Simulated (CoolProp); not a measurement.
Aqueous sodium chloride as a coolant, 6 % by mass, freezing at -3.7 °C, 1 atm.

Model: Melinder's fits for secondary coolants, in CoolProp.

```json
[
 {"T (°C)": "4.4", "viscosity (mPa s)": "1.68", "Prandtl number": "11.5", "density (kg/m³)": "[?]", "cp (kJ/(kg K))": "[?]"},
 {"T (°C)": "13", "viscosity (mPa s)": "1.32", "Prandtl number": "8.79", "density (kg/m³)": "1043", "cp (kJ/(kg K))": "3.876"},
 {"T (°C)": "21.6", "viscosity (mPa s)": "1.06", "Prandtl number": "6.94", "density (kg/m³)": "1041", "cp (kJ/(kg K))": "3.885"},
 {"T (°C)": "30.1", "viscosity (mPa s)": "0.884", "Prandtl number": "5.65", "density (kg/m³)": "1038", "cp (kJ/(kg K))": "3.895"},
 {"T (°C)": "38.7", "viscosity (mPa s)": "[?]", "Prandtl number": "4.74", "density (kg/m³)": "1034", "cp (kJ/(kg K))": "3.904"}
]
```

**Question.** Some entries are withheld; supply them.

**Answer.** 
- 4.4, density (kg/m³): 1045
- 4.4, cp (kJ/(kg K)): 3.867
- 38.7, viscosity (mPa s): 0.755
